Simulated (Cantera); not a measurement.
Input (Python, Cantera) and output of one run.

```python
import numpy as np
import cantera as ct

gas_names = """
    F F2 H HF H2 H2F2 H3F3 H4F4 H5F5 H6F6 H7F7 N NF NF2 NF3 NH NH2 NH3 N2 N2H2 N2H4 Si SiF SiF2 SiF3
    SiF4 SiH SiHF3 SiH2 SiH2F2 SiH3 SiH3F SiH4 SiN Si2 Si2N Si3
""".split()
cond_names = """
    Si(cr) Si(L) Si3N4(a)
""".split()


# ... load() reads the species with a 1 bar reference pressure and builds the phases ...
atoms = {
    'Si': {'Si': 1},
    'HF': {'H': 1, 'F': 1},
    'N2': {'N': 2},
}
top_T = {'Si3N4(a)': 2400}  # K; cautious upper limits of use, not melting points


# ... equilibrate(T, P, feed) seeds the gas with the atoms and calls Mixture.equilibrate('TP', solver="vcs", rtol=1e-11, max_steps=5000) ...
results = []
feed = {'Si': 1, 'HF': 6.4, 'N2': 0.11}  # mol
T = 1225  # K
P = 17000  # Pa
mix = equilibrate(T, P, feed)
results.append((T, P, feed, dict(zip(mix.species_names, mix.species_moles))))
x = sorted(zip(gas.X, gas.species_names), reverse=True)
print(f"T = {T:g} K  P = {P:g} Pa  gas = {mix.phase_moles(0):.4g} mol")
print("   x: " + "  ".join(f"{s} {v:.3e}" for v, s in x if v > 1e-05))
print("   condensed (mol): " + ("  ".join(f"{mix.phase(i).name} {mix.phase_moles(i):.4g}"
      for i in range(1, mix.n_phases) if mix.phase_moles(i) > 1e-12) or "none"))
```

Output:

```
T = 1225 K  P = 17000 Pa  gas = 5.51 mol
   x: HF 4.356e-01  H2 3.630e-01  SiF4 1.815e-01  N2 1.996e-02
   condensed (mol): none
```

Method: chemical equilibrium by Gibbs-energy minimisation in Cantera with the NASA 1993 tables (ideal gas, pure condensed phases).
